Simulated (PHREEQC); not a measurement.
**Hard or scaling water: speciation**

Make-up at 25 °C: 0.026 mol/kgw MgCl2, 6.1e-05 mol/kgw CO2 and 0.00022 mol/kgw KCl. Closed to the air; pH follows from the charge balance.

Model: ion-association model, phreeqc.dat, run in PHREEQC.

No solid was allowed to form.

Q: Estimate the pH, density.

A: pH 5.27; density 0.999 g/cm³.

Q: In which forms is C present?

A: CO2 89 %, HCO3- 9.3 %, MgHCO3+ 1.3 % of the C.
